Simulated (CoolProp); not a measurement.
Model: reference Helmholtz-energy equation of state, Gao 2016, in CoolProp.

### Question
For sulfur dioxide, give the phase and the cp (kJ/(kg K)), speed of sound (m/s) at 303.6 K and 18.5 MPa.

### Answer
- 303.6 K and 18.5 MPa: liquid; cp 1.35, speed of sound 955
